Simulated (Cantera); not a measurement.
Standard-state values (1 bar) from the NASA 1993 polynomials, evaluated with Cantera. Values are per mole of reaction as written; species without (g) are pure solids or liquids, kept so even where they would boil at 1 bar.

0.5 Si + Br2(g) → 0.5 SiBr4(g)

```
T (K)  ΔH° (kJ)  ΔS° (J/K)  ΔG° (kJ)  log10 K
-----  --------  ---------  --------  -------
300           ?          ?         ?        ?
475           ?          ?         ?        ?
525           ?          ?         ?        ?
575      -237.9      -63.4    -201.4    18.30
625      -237.7      -63.1    -198.3    16.57
675      -237.6      -62.9    -195.1    15.10
725           ?          ?         ?        ?
```

Problem. Complete the blanks.

Solution. 
- 300, ΔH° (kJ): -238.6
- 300, ΔS° (J/K): -65.2
- 300, ΔG° (kJ): -219.1
- 300, log10 K: 38.15
- 475, ΔH° (kJ): -238.2
- 475, ΔS° (J/K): -63.9
- 475, ΔG° (kJ): -207.8
- 475, log10 K: 22.85
- 525, ΔH° (kJ): -238.0
- 525, ΔS° (J/K): -63.7
- 525, ΔG° (kJ): -204.6
- 525, log10 K: 20.36
- 725, ΔH° (kJ): -237.4
- 725, ΔS° (J/K): -62.7
- 725, ΔG° (kJ): -192.0
- 725, log10 K: 13.83
